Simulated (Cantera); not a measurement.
Input: 1 mol BN, 9.2 mol H2, held at 1548 K and 0.000350 bar.

These are equilibrium values from Cantera (NASA tables, ideal gas, pure condensed phases), not measurements of a reactor. Candidate condensed phases: B, BN; 15 gas species. Mutual solubility and eutectic melting of coexisting phases are not modelled. The tables' values for BH2 are old estimates; treat these amounts as uncertain. The numbers say what is thermodynamically allowed, not how fast it happens.

Base state: H2 0.998, H 0.00164, N2 5.39e-5, BH2 1.60e-5 (mole fractions); condensed: B(s) + BN(s).

**Question.** What changes in the equilibrium state with this change: temperature from 1548 K to 1800 K?

**Answer.** 
| species | before | after |
|---|---|---|
| H2 | 0.998 | 0.969 |
| H | 0.00164 | 0.0188 |
| N2 | 5.39e-5 | 0.0122 |
| BH2 | 1.60e-5 | 0.000126 |
| B(s), mol | 0.000843 | 0.227 |
| BN(s), mol | 0.999 | 0.771 |

**Question.** What changes in the equilibrium state with this change: temperature from 1548 K to 1598 K?

**Answer.** 
```tsv
species	before	after
H2	0.998	0.997
H	0.00164	0.00284
N2	5.39e-5	0.000181
BH2	1.60e-5	2.55e-5
B(s), mol	0.000843	0.00310
BN(s), mol	0.999	0.997
```
